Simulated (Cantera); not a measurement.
Mixture: CH4 : C2H6 : C3H8 : O2 : N2 = 1 : 0.26 : 0.88 : 6.09 : 18.9 (molar parts), equivalence ratio 1.2, at 170000 Pa, adiabatic and at constant pressure. Ignition delay is the time to a rise of 400 K.

Model: GRI-Mech 3.0 (53 species, 325 reactions), integrated in Cantera. GRI-Mech 3.0 was tuned for natural gas; its chemistry of propane as a main component is partial and can be far from experiment.

Q: What does this change do: pressure from 170000 Pa to 210000 Pa?

A: 
| quantity | before | after |
|---|---|---|
| delay at 1225 K | 1.73 ms | 1.53 ms |
| delay at 1375 K | 0.206 ms | 0.182 ms |
| delay at 1525 K | 44.7 µs | 39.0 µs |
| delay at 1675 K | 15.9 µs | 13.6 µs |
| delay at 1825 K | 7.76 µs | 6.55 µs |
| apparent activation energy between 1675 and 1825 K | 120 kJ/mol | 120 kJ/mol |

Q: What does this change do: constant volume in place of constant pressure?

A: 
```csv
quantity,before,after
delay at 1225 K,1.73 ms,1.61 ms
delay at 1375 K,0.206 ms,0.186 ms
delay at 1525 K,44.7 µs,39.4 µs
delay at 1675 K,15.9 µs,13.7 µs
delay at 1825 K,7.76 µs,6.62 µs
apparent activation energy between 1675 and 1825 K,120 kJ/mol,120 kJ/mol
```
